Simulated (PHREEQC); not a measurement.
0.015 g of hydrous ferric oxide (600 m²/g; 0.2 weak and 0.005 strong sites per Fe, Dzombak-Morel constants, diffuse double layer) in 1 kg of water with 0.1 mol/kgw of an inert sodium salt and 1.9e-05 mol CaCl2, at 25 °C; the pH is set by adding NaOH or the inert anion's acid. Oxygen is held at 0.21 atm. CO2 from the air is kept out. Precipitation was switched off in this run.

All values are PHREEQC results (ion-association model, wateq4f.dat), not measurements.

```tsv
pH	Ca sorbed (%)	surface charge σ (C/m²)	surface potential ψ (mV)
3	0.0	0.363	153
4	0.0	0.321	147
5	0.0	0.215	126
6	0.0	0.111	93
7	0.0	0.045	52
8	1.2	0.005	6
9	8.8	-0.028	-36
10	42.7	-0.053	-59
11	66.5	-0.066	-69
```

Complexes and solids missing from the database can't appear. The oxide is taken as insoluble; below pH 4 it would dissolve.
